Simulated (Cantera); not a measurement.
Input: 1 mol B2O3, 2.8 mol H2O, 0.55 mol H2, at 6.70 mbar.

Equilibrium computed with Cantera from the NASA thermochemical tables; the gas is ideal and each condensed phase is pure. Candidate condensed phases: B, B2O3, B3O3H3, H2O; 23 gas species. Rates play no part.

At 1552 °C, list the 7 most abundant gas species with their mole fractions, and the condensed phases.

H2O 0.441, HBO2 0.402, H2 0.125, B2O3 0.0282, H 0.00191, BO2 0.000518, OH 0.000469. Condensed: gas only.
